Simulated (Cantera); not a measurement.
A perfectly stirred reactor is fed with 78.9 % NO, 18.9 % N2, 2.13 % H2O, at 30000 Pa; it is held at 2050 K, and followed from long to short residence time.

Detailed kinetics in Cantera: GRI-Mech 3.0 (53 species, 325 reactions).

Question: Predict: x(NO) at τ = 0.690 s; x(O2) at τ = 0.690 s; x(N2) at τ = 0.690 s; x(O) at τ = 0.690 s; x(N2O) at τ = 0.690 s; x(NO) at τ = 12.0 ms; x(O2) at τ = 12.0 ms; x(N2) at τ = 12.0 ms; x(O) at τ = 12.0 ms; x(N2O) at τ = 12.0 ms.

Answer: 
```json
{
 "x(NO) at τ = 0.690 s": "0.419",
 "x(O2) at τ = 0.690 s": "0.184",
 "x(N2) at τ = 0.690 s": "0.374",
 "x(O) at τ = 0.690 s": "0.000781",
 "x(N2O) at τ = 0.690 s": "5.47e-5",
 "x(NO) at τ = 12.0 ms": "0.778",
 "x(O2) at τ = 12.0 ms": "0.00498",
 "x(N2) at τ = 12.0 ms": "0.194",
 "x(O) at τ = 12.0 ms": "0.000156",
 "x(N2O) at τ = 12.0 ms": "0.000172"
}
```
